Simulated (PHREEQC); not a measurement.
Consider water at 25 °C with 7.6 mmol/kgw Cu(BF4)2, 0.18 mmol/kgw HBF4 and 0.34 mmol/kgw KCl. Closed to the air; pH follows from the charge balance.

Model: ion-association model, phreeqc.dat, run in PHREEQC.

The ionic strength comes out as 0.0243 mol/kgw. What activity coefficients do HF2-, K+, BF(OH)3-, Cu+2, BF3OH- get?

HF2- 0.86, K+ 0.86, BF(OH)3- 0.86, Cu+2 0.57, BF3OH- 0.86.

Precipitation was switched off in this run. Real BF4- forms and hydrolyses slowly; the run takes it at equilibrium.
